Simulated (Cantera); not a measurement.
Equilibrium for silicon etching in halogen gases: Si + HCl + H₂

A closed system holds: 1 mol Si, a varied amount of HCl, 0.12 mol H₂, equilibrated at 77.0 Pa.

These are equilibrium values from Cantera (NASA tables, ideal gas, pure condensed phases), not measurements of a reactor. Candidate condensed phases: Si; 19 gas species. The tables' values for SiCl₃ are old estimates. The numbers say what is thermodynamically allowed, not how fast it happens.

Question: Map the stable condensed phases over T = 775, 875, 975, 1075, 1175, 1275, 1375, 1475, 1575 K and n(HCl) in mol = 1.2, 1.8, 2.4, 3, 3.5, 4.1, 4.7, 5.3.

Answer: 
```
T in K \ n(HCl) in mol
         1.2 1.8 2.4   3 3.5 4.1 4.7 5.3
   1575    A   A   A   B   B   B   B   B
   1475    A   A   A   B   B   B   B   B
   1375    A   A   A   B   B   B   B   B
   1275    A   A   A   B   B   B   B   B
   1175    A   A   A   A   B   B   B   B
   1075    A   A   A   A   A   B   B   B
    975    A   A   A   A   A   B   B   B
    875    A   A   A   A   A   B   B   B
    775    A   A   A   A   A   B   B   B
```
A: Si; B: gas only.
